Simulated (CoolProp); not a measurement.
Vapour-liquid equilibrium of ethanol (1) + o-xylene (2) at 5.63 bar; x and y are mole fractions of (1).

Computed with CoolProp (multi-fluid Helmholtz-energy mixture model, Schroeder 2014 and Zhou 2012; pair parameters Bell 2016).

**Question.** Give the bubble temperature and the first vapour's composition at x = 0.15, 0.55, 0.75. Is there an azeotrope?

**Answer.** x = 0.15: 435.2 K, y = 0.723; x = 0.55: 412.4 K, y = 0.876; x = 0.75: 408.0 K, y = 0.916. No azeotrope shows between x = 0.05 and 0.95.

The pair parameters rest on a limited set of measurements; away from them the model extrapolates. With so large a gap from Raoult's law the liquid may split in two, which this calculation doesn't test in full.
